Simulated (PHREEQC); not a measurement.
A solution holds 84 mmol/kgw HF and 77 mmol/kgw NH4F, at 78 °C. Closed to the air; pH follows from the charge balance.

Model: ion-association model, phreeqc.dat, run in PHREEQC.

```tsv
quantity	before	after
pH	3.46	2.28
ionic strength (mol/kgw)	0.0774	0.0833
HF (mol/kgw)	0.0664	0.0774
F- (mol/kgw)	0.0602	0.00471
HF2- (mol/kgw)	0.0172	0.00157
```

Question: Name the change that produced these shifts.
A) NH4F from 0.077 to 0.0077 mol/kgw
B) HF from 0.084 to 0.0756 mol/kgw
C) NH4F replaced by NaBF4 at the same molality
D) 0.00088 mol/kgw NaHCO3 added

Answer: C, NH4F replaced by NaBF4 at the same molality

This is a speciation only: nothing precipitates in the calculation. At this temperature some constants are extrapolated from 25 °C, and those without enthalpy data are left unchanged. Real BF4- forms and hydrolyses slowly; the run takes it at equilibrium.
